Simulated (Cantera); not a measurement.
What does this Cantera script print?

```python
import numpy as np
import cantera as ct

gas_names = """
    B BF BF2 BF3 BO BOF BOF2 BO2 B2 B2O B2O2 B2O3 B3O3F3 F FO FO2 F2 F2O O O2 O3
""".split()
cond_names = """
    B(b) B(L) B2O3(L)
""".split()


# ... load() reads the species with a 1 bar reference pressure and builds the phases ...
atoms = {
    'B2O3': {'B': 2, 'O': 3},
    'F2': {'F': 2},
    'O2': {'O': 2},
}
top_T = {}  # K; cautious upper limits of use, not melting points


# ... equilibrate(T, P, feed) seeds the gas with the atoms and calls Mixture.equilibrate('TP', solver="vcs", rtol=1e-11, max_steps=5000) ...
results = []
feed = {'B2O3': 1, 'F2': 4.5, 'O2': 6.7}  # mol
P = 23000  # Pa
for T in [775, 825, 875, 925, 975, 1025, 1075, 1125, 1175, 1225, 1275]:
    mix = equilibrate(T, P, feed)
    results.append((T, P, feed, dict(zip(mix.species_names, mix.species_moles))))

top = {s: max(r[3][s] / sum(r[3][g] for g in gas_names) for r in results) for s in gas_names}
cols = sorted((s for s in top if top[s] > 1e-05), key=lambda s: -top[s])[:7]
seen = [c for c in cond_names if any(r[3].get(c, 0) > 1e-12 for r in results)]
print("log10 of partial pressures in bar; condensed amounts in mol")
print(f"{'T/K':>10s}" + "".join(f"{s[:9]:>10s}" for s in cols + seen))
for T, P, feed, n in results:
    ng = sum(n[g] for g in gas_names)
    print(f"{T:10.4g}" + "".join(f"{np.log10(max(n[s] / ng * P / 1e5, 1e-99)):10.3f}" for s in cols)
          + "".join(f"{n.get(c, 0):10.4g}" for c in seen))
```

Result:

```
log10 of partial pressures in bar; condensed amounts in mol
       T/K        O2         F       BF3        F2       FO2        FO
       775    -0.794    -3.022    -1.406    -1.538    -4.873    -7.822
       825    -0.795    -2.692    -1.407    -1.548    -4.825    -7.381
       875    -0.796    -2.404    -1.409    -1.565    -4.788    -6.995
       925    -0.799    -2.153    -1.412    -1.593    -4.762    -6.659
       975    -0.804    -1.938    -1.416    -1.639    -4.750    -6.367
      1025    -0.810    -1.757    -1.422    -1.708    -4.755    -6.119
      1075    -0.816    -1.610    -1.429    -1.806    -4.779    -5.912
      1125    -0.824    -1.498    -1.437    -1.937    -4.823    -5.745
      1175    -0.830    -1.417    -1.443    -2.103    -4.885    -5.615
      1225    -0.836    -1.363    -1.448    -2.297    -4.962    -5.516
      1275    -0.839    -1.330    -1.452    -2.508    -5.049    -5.441
```

Equilibrium computed with Cantera from the NASA thermochemical tables; the gas is ideal and each condensed phase is pure.
